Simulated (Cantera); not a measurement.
An adiabatic, constant-pressure homogeneous reactor starts with CH₄ : O₂ : N₂ : CO₂ = 1 : 2 : 7.52 : 0.35 (molar parts), equivalence ratio 1.0, at 1425 K and 18.8 atm. Integrator tolerance rtol = 1e-08.

Cantera simulation using GRI-Mech 3.0 (53 species, 325 reactions); the numbers are that mechanism's predictions, not measurements. The pressure lies above the range GRI-Mech 3.0 was tuned for (to about 10 atm).

```
quantity                                                            before                                    after
---------------------------------  ---------------------------------------  ---------------------------------------
time of steepest temperature rise                                 0.224 ms                                 0.782 ms
temperature at 0.400 s                                              2832 K                                   2769 K
equilibrium temperature                                             2832 K                                   2769 K
x(CH₄) at 0.400 s                    <1e-12 (gas-phase equilibrium <1e-12)    <1e-12 (gas-phase equilibrium <1e-12)
x(O₂) at 0.400 s                     0.0126 (gas-phase equilibrium 0.0126)    0.0110 (gas-phase equilibrium 0.0110)
x(CO₂) at 0.400 s                    0.0893 (gas-phase equilibrium 0.0893)    0.0940 (gas-phase equilibrium 0.0940)
x(HCN) at 0.400 s                  4.72e-9 (gas-phase equilibrium 4.72e-9)  3.17e-9 (gas-phase equilibrium 3.17e-9)
x(HCO) at 0.400 s                  1.07e-7 (gas-phase equilibrium 1.07e-7)  7.40e-8 (gas-phase equilibrium 7.40e-8)
x(C₂H₄) at 0.400 s                   <1e-12 (gas-phase equilibrium <1e-12)    <1e-12 (gas-phase equilibrium <1e-12)
```

Question: Name the change that produced these shifts.
A. initial temperature 1425 to 1300 K
B. pressure from 18.8 atm to 0.987 atm
C. initial temperature 1425 to 1448 K
D. initial temperature 1425 to 1075 K

Answer: A, initial temperature 1425 to 1300 K
